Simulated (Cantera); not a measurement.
Cantera run:

```python
import numpy as np
import cantera as ct

gas_names = [...]  # 113 gases of nasa_gas.yaml made of C, H, O, Pb
cond_names = """
    C(gr) C6H6(L) C7H8(L) C8H18(L),n-octa H2O(s) H2O(L) Pb(cr) Pb(L) PbO(rd) PbO(yw) PbO(L) PbO2(s)
    Pb3O4(s)
""".split()


# ... load() reads the species with a 1 bar reference pressure and builds the phases ...
atoms = {
    'Pb': {'Pb': 1},
    'CO2': {'C': 1, 'O': 2},
    'H2': {'H': 2},
}
top_T = {'C(gr)': 4500, 'Pb3O4(s)': 820}  # K; cautious upper limits of use, not melting points


# ... equilibrate(T, P, feed) seeds the gas with the atoms and calls Mixture.equilibrate('TP', solver="vcs", rtol=1e-11, max_steps=5000) ...
results = []
feed = {'Pb': 1, 'CO2': 2.5, 'H2': 80}  # mol
T = 800  # K
for P in [10, 120, 1600, 19000, 240000, 3000000]:
    mix = equilibrate(T, P, feed)
    results.append((T, P, feed, dict(zip(mix.species_names, mix.species_moles))))
    x = sorted(zip(gas.X, gas.species_names), reverse=True)
    print(f"T = {T:g} K  P = {P:g} Pa  gas = {mix.phase_moles(0):.4g} mol")
    print("   x: " + "  ".join(f"{s} {v:.3e}" for v, s in x if v > 0.001))
    print("   condensed (mol): " + ("  ".join(f"{mix.phase(i).name} {mix.phase_moles(i):.4g}"
          for i in range(1, mix.n_phases) if mix.phase_moles(i) > 1e-12) or "none"))
```

Output:

```
T = 800 K  P = 10 Pa  gas = 82.55 mol
   x: H2 9.421e-01  H2O 2.702e-02  CO 2.702e-02  CO2 3.269e-03
   condensed (mol): Pb(L) 0.9493
T = 800 K  P = 120 Pa  gas = 82.5 mol
   x: H2 9.426e-01  H2O 2.707e-02  CO 2.699e-02  CO2 3.271e-03
   condensed (mol): Pb(L) 0.9958
T = 800 K  P = 1600 Pa  gas = 81.73 mol
   x: H2 9.374e-01  H2O 3.201e-02  CO 2.264e-02  CH4 4.690e-03  CO2 3.262e-03
   condensed (mol): Pb(L) 0.9997
T = 800 K  P = 19000 Pa  gas = 77.92 mol
   x: H2 9.071e-01  H2O 6.086e-02  CH4 2.938e-02  CO 2.110e-03
   condensed (mol): Pb(L) 1
T = 800 K  P = 240000 Pa  gas = 77.5 mol
   x: H2 9.033e-01  H2O 6.449e-02  CH4 3.224e-02
   condensed (mol): Pb(L) 1
T = 800 K  P = 3e+06 Pa  gas = 77.5 mol
   x: H2 9.032e-01  H2O 6.452e-02  CH4 3.226e-02
   condensed (mol): Pb(L) 1
```

Method: chemical equilibrium by Gibbs-energy minimisation in Cantera with the NASA 1993 tables (ideal gas, pure condensed phases).
